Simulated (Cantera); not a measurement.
## Chemical vapour transport: Fe3O4 + HCl + H2

Input: 1 mol Fe3O4, 0.37 mol HCl, 1.3 mol H2, at 0.133 bar.

Cantera equilibrium calculation (NASA polynomials, part measured and part estimated; ideal gas, pure solids and liquids). Candidate condensed phases: Fe, FeCl2, FeCl3, FeO, Fe(OH)2, Fe(OH)3, Fe2O3, Fe3O4, H2O; 22 gas species. The tables' stoichiometric FeO is somewhat more stable than real wüstite, so its field is too wide. FeO: taken at fixed stoichiometry. The numbers say what is thermodynamically allowed, not how fast it happens.

```tsv
T (K)	x H2O	x HCl	x H2	x FeCl2	x H	x Cl	n FeO(s)	n FeO(l)
1148	0.605	0.210	0.180	0.00581	8.32e-8	8.56e-8	2.99	0
1198	0.606	0.207	0.180	0.00728	2.21e-7	2.21e-7	2.99	0
1248	0.608	0.204	0.180	0.00887	5.42e-7	5.26e-7	2.99	0
1298	0.609	0.200	0.180	0.0105	1.24e-6	1.17e-6	2.98	0
1348	0.611	0.197	0.180	0.0123	2.69e-6	2.45e-6	2.98	0
1398	0.613	0.193	0.180	0.0141	5.49e-6	4.87e-6	2.98	0
1448	0.615	0.190	0.180	0.0158	1.07e-5	9.21e-6	2.97	0
1498	0.616	0.186	0.180	0.0176	1.99e-5	1.67e-5	2.97	0
1548	0.618	0.183	0.180	0.0193	3.57e-5	2.91e-5	2.97	0
1598	0.620	0.180	0.180	0.0210	6.18e-5	4.88e-5	2.96	0
1648	0.621	0.176	0.180	0.0226	0.000103	7.95e-5	2.96	0
1698	0.622	0.175	0.180	0.0234	0.000168	0.000127	0	2.96
```
x: gas mole fraction; n: condensed amount in mol.

From 1148 K to 1648 K the condensed part is FeO(s). At 1698 K the condensed part is FeO(l). The main Fe-bearing gas is FeCl2 throughout.
